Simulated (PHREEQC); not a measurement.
Make-up at 55 °C: 0.034 mol/kgw NaF. Closed to the air; pH follows from the charge balance.

Model: ion-association model, wateq4f.dat, run in PHREEQC.

This is a speciation only: nothing precipitates in the calculation.

Task: Estimate the pH.

Result: pH 7.50.

Task: In which forms is F present?

Result: F- 99 %, NaF 1.3 % of the F.

At this temperature some constants are extrapolated from 25 °C, and those without enthalpy data are left unchanged.
